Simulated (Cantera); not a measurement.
**Stirred combustor or abatement burner**

A perfectly stirred reactor is fed with 3.33 % CH4, 0.732 % C2H6, 12.4 % O2, 83.5 % N2, equivalence ratio 0.74, at 1600000 Pa; it is adiabatic with a 400 K inlet, and is followed from long to short residence time, starting on the burning branch (τ in s: 0.17, 0.084, 0.04, 0.019, 0.0093, 0.0045, 0.0021, 0.001, 0.0005, 0.00024, 0.00011, 5.5e-05, 2.6e-05).

Computed with Cantera and GRI-Mech 3.0 (53 species, 325 reactions). The pressure lies above the range GRI-Mech 3.0 was tuned for (to about 10 atm).

```csv
τ (s),T (K),x CH4,x C2H6,x O2,x N2O,x O,x C2H4
0.17,1487,1.62e-5,7.29e-7,0.0323,5.09e-7,6.61e-7,2.88e-6
0.084,1485,3.03e-5,1.43e-6,0.0324,7.24e-7,9.66e-7,5.56e-6
0.040,1481,5.91e-5,2.97e-6,0.0327,1.05e-6,1.52e-6,1.12e-5
0.019,1473,0.000119,6.37e-6,0.0333,1.44e-6,2.42e-6,2.27e-5
0.0093,1455,0.000254,1.44e-5,0.0345,1.68e-6,3.55e-6,4.74e-5
0.0045,1391,0.000871,5.29e-5,0.0391,1.27e-6,3.46e-6,0.000152
0.0021,400,0.0333,0.00732,0.124,<1e-12,<1e-12,<1e-12
0.0010,400,0.0333,0.00732,0.124,<1e-12,<1e-12,<1e-12
0.00050,400,0.0333,0.00732,0.124,<1e-12,<1e-12,<1e-12
0.00024,400,0.0333,0.00732,0.124,<1e-12,<1e-12,<1e-12
0.00011,400,0.0333,0.00732,0.124,<1e-12,<1e-12,<1e-12
5.5e-5,400,0.0333,0.00732,0.124,<1e-12,<1e-12,<1e-12
2.6e-5,400,0.0333,0.00732,0.124,<1e-12,<1e-12,<1e-12
```
x: mole fraction; the columns are a selection and need not sum to one.
